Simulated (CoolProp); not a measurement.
Vapour-liquid equilibrium of dimethyl carbonate (1) + n-heptane (2) at 1.34 MPa; x and y are mole fractions of (1).

Model: multi-fluid Helmholtz-energy mixture model, Zhou 2011 and Span 2003; pair parameters Bell 2016, in CoolProp.

| x | bubble temperature, mixture model (°C) | bubble temperature, Raoult's law (°C) | y, mixture model | y, Raoult's law |
|---|---|---|---|---|
| 0.05 | 214.0 | 217.7 | 0.095 | 0.068 |
| 0.125 | 208.0 | 216.0 | 0.216 | 0.165 |
| 0.2 | ? | 214.3 | 0.313 | 0.257 |
| 0.275 | 199.8 | 212.7 | ? | 0.344 |
| 0.35 | 197.2 | 211.2 | 0.459 | 0.426 |
| 0.425 | ? | 209.7 | ? | 0.505 |
| 0.5 | ? | 208.2 | 0.565 | 0.580 |
| 0.575 | 193.3 | 206.9 | 0.612 | 0.651 |
| 0.65 | 192.9 | 205.5 | 0.659 | 0.719 |
| 0.725 | 193.0 | 204.2 | 0.708 | 0.784 |
| 0.8 | 193.6 | 202.9 | 0.764 | 0.846 |
| 0.875 | 194.9 | 201.7 | ? | 0.906 |
| 0.95 | 197.3 | 200.5 | 0.921 | 0.963 |

Q: Complete the blanks.

A: 
- 0.2, bubble temperature, mixture model (°C): 203.3
- 0.275, y, mixture model: 0.393
- 0.425, bubble temperature, mixture model (°C): 195.4
- 0.425, y, mixture model: 0.515
- 0.5, bubble temperature, mixture model (°C): 194.1
- 0.875, y, mixture model: 0.832

The largest gap from Raoult's law is -14.3 K in bubble temperature, at x = 0.425. y crosses x between x = 0.65 and 0.725: the model has an azeotrope there.

Pair parameters are fitted to limited data, so mixtures are less certain than the pure fluids.
